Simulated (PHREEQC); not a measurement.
Ca(OH)2 is added in steps, without added water, to 1 kg of water holding 3.9 mmol/kgw HF, 0.95 mmol/kgw NH4F and 1.4 mmol/kgw H2SO4, at 75 °C. Oxygen alone is held at its pressure in air (log pO2 = -0.68). CO2 from the air is kept out. Only these solids could form: Gypsum, Fluorite.

Base run: PHREEQC, ion-association model, phreeqc.dat. Each further column changes one thing. The table gives pH.

| Ca(OH)2 added (mol) | base | NH4F from 0.00095 to 0.0095 mol/kgw | NH4F from 0.00095 to 0.0019 mol/kgw | HF from 0.0039 to 0.00429 mol/kgw | no solid may form |
|---|---|---|---|---|---|
| 0 | 2.73 | 3.60 | 2.86 | 2.72 | 2.73 |
| 0.00055 | 2.82 | 3.67 | 2.93 | 2.81 | 2.91 |
| 0.0009625 | 2.87 | 3.74 | 2.97 | 2.85 | 3.08 |
| 0.001512 | 2.94 | 3.85 | 3.05 | 2.91 | 3.33 |
| 0.002063 | 3.06 | 4.01 | 3.16 | 3.02 | 3.62 |
| 0.002475 | 3.21 | 4.17 | 3.29 | 3.13 | 3.88 |
| 0.003025 | 3.61 | 4.60 | 3.68 | 3.42 | 4.41 |
| 0.003438 | 7.32 | 6.30 | 6.98 | 4.09 | 7.34 |
| 0.003987 | 9.22 | 7.19 | 8.25 | 8.66 | 9.21 |
| 0.004537 | 9.80 | 7.51 | 9.39 | 9.67 | 9.79 |
| 0.00495 | 10.00 | 7.69 | 9.77 | 9.91 | 9.98 |
| 0.0055 | 10.16 | 7.90 | 10.02 | 10.11 | 10.15 |

Away from 25 °C the constants follow the database's enthalpies or fits; those with neither stay at their 25 °C values. In at least one series the solution becomes supersaturated in solids that the run did not let form, among them Fluorite.
